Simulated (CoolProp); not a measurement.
Vapour-liquid equilibrium of C2F6 (R116) (1) + R143a (2) at 113 kPa; x and y are mole fractions of (1).

The numbers come from the multi-fluid Helmholtz-energy mixture model, Lemmon 2006 and Lemmon and Jacobsen 2000; pair parameters Bell 2016 in CoolProp.

Give the bubble temperature and the first vapour's composition at x = 0.05, 0.35, 0.95. Is there an azeotrope?

x = 0.05: 219.3 K, y = 0.370; x = 0.35: 201.7 K, y = 0.809; x = 0.95: 197.2 K, y = 0.961. No azeotrope shows between x = 0.05 and 0.95.

The pair parameters rest on a limited set of measurements; away from them the model extrapolates. With so large a gap from Raoult's law the liquid may split in two, which this calculation doesn't test in full.
